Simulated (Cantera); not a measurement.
Cantera run:

```python
import numpy as np
import cantera as ct

gas_names = """
    H H2 Pb Pb2
""".split()
cond_names = """
    Pb(cr) Pb(L)
""".split()


# ... load() reads the species with a 1 bar reference pressure and builds the phases ...
atoms = {
    'Pb': {'Pb': 1},
    'H2': {'H': 2},
}
top_T = {}  # K; cautious upper limits of use, not melting points


# ... equilibrate(T, P, feed) seeds the gas with the atoms and calls Mixture.equilibrate('TP', solver="vcs", rtol=1e-11, max_steps=5000) ...
results = []
feed = {'Pb': 1, 'H2': 0.16}  # mol
P = 133.322  # Pa
for T in [550, 650, 750, 850, 950, 1050, 1150, 1250, 1350, 1450, 1550]:
    mix = equilibrate(T, P, feed)
    results.append((T, P, feed, dict(zip(mix.species_names, mix.species_moles))))

top = {s: max(r[3][s] / sum(r[3][g] for g in gas_names) for r in results) for s in gas_names}
cols = sorted((s for s in top if top[s] > 1e-05), key=lambda s: -top[s])[:6]
seen = [c for c in cond_names if any(r[3].get(c, 0) > 1e-12 for r in results)]
print("log10 of partial pressures in bar; condensed amounts in mol")
print(f"{'T/K':>10s}" + "".join(f"{s[:9]:>10s}" for s in cols + seen))
for T, P, feed, n in results:
    ng = sum(n[g] for g in gas_names)
    print(f"{T:10.4g}" + "".join(f"{np.log10(max(n[s] / ng * P / 1e5, 1e-99)):10.3f}" for s in cols)
          + "".join(f"{n.get(c, 0):10.4g}" for c in seen))
```

It prints:

```
log10 of partial pressures in bar; condensed amounts in mol
       T/K        H2        Pb         H       Pb2    Pb(cr)     Pb(L)
       550    -2.875   -12.816   -19.512   -23.807         1         0
       650    -2.875   -10.029   -16.299   -19.093         0         1
       750    -2.875    -8.023   -13.937   -15.717         0         1
       850    -2.875    -6.497   -12.126   -13.153         0         1
       950    -2.877    -5.298   -10.693   -11.143         0    0.9994
      1050    -2.891    -4.332    -9.536    -9.526         0    0.9942
      1150    -2.982    -3.538    -8.618    -8.198         0    0.9556
      1250    -3.735    -2.940    -8.183    -7.222         0         0
      1350    -3.735    -2.940    -7.491    -7.410         0         0
      1450    -3.736    -2.940    -6.892    -7.573         0         0
      1550    -3.736    -2.940    -6.370    -7.716         0         0
```

Equilibrium computed with Cantera from the NASA thermochemical tables; the gas is ideal and each condensed phase is pure.
